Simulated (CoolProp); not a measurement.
Properties of hexamethyldisiloxane (MM) along the isotherm 580.2 K (Tc = 518.7 K, pc = 1931 kPa, ω = 0.418).

Values from CoolProp's reference Helmholtz-energy equation of state, Thol 2016.

```json
[
 {"p (kPa)": "87.8", "phase": "gas", "Z": "0.9891", "cp (kJ/(kg K))": "2.193", "speed of sound (m/s)": "172.6", "Joule-Thomson coefficient (K/MPa)": "6.311"},
 {"p (kPa)": "176", "phase": "gas", "Z": "0.9780", "cp (kJ/(kg K))": "2.198", "speed of sound (m/s)": "170.8", "Joule-Thomson coefficient (K/MPa)": "6.408"},
 {"p (kPa)": "263", "phase": "gas", "Z": "0.9669", "cp (kJ/(kg K))": "2.203", "speed of sound (m/s)": "169.0", "Joule-Thomson coefficient (K/MPa)": "6.505"},
 {"p (kPa)": "351", "phase": "gas", "Z": "0.9556", "cp (kJ/(kg K))": "2.208", "speed of sound (m/s)": "167.1", "Joule-Thomson coefficient (K/MPa)": "6.606"},
 {"p (kPa)": "439", "phase": "gas", "Z": "0.9442", "cp (kJ/(kg K))": "2.213", "speed of sound (m/s)": "165.2", "Joule-Thomson coefficient (K/MPa)": "6.710"},
 {"p (kPa)": "527", "phase": "gas", "Z": "0.9327", "cp (kJ/(kg K))": "2.219", "speed of sound (m/s)": "163.3", "Joule-Thomson coefficient (K/MPa)": "6.816"},
 {"p (kPa)": "614", "phase": "gas", "Z": "0.9212", "cp (kJ/(kg K))": "2.225", "speed of sound (m/s)": "161.4", "Joule-Thomson coefficient (K/MPa)": "6.924"},
 {"p (kPa)": "702", "phase": "gas", "Z": "0.9095", "cp (kJ/(kg K))": "2.232", "speed of sound (m/s)": "159.5", "Joule-Thomson coefficient (K/MPa)": "7.035"},
 {"p (kPa)": "790", "phase": "gas", "Z": "0.8976", "cp (kJ/(kg K))": "2.239", "speed of sound (m/s)": "157.6", "Joule-Thomson coefficient (K/MPa)": "7.149"},
 {"p (kPa)": "878", "phase": "gas", "Z": "0.8857", "cp (kJ/(kg K))": "2.247", "speed of sound (m/s)": "155.6", "Joule-Thomson coefficient (K/MPa)": "7.265"},
 {"p (kPa)": "966", "phase": "gas", "Z": "0.8737", "cp (kJ/(kg K))": "2.255", "speed of sound (m/s)": "153.6", "Joule-Thomson coefficient (K/MPa)": "7.383"}
]
```
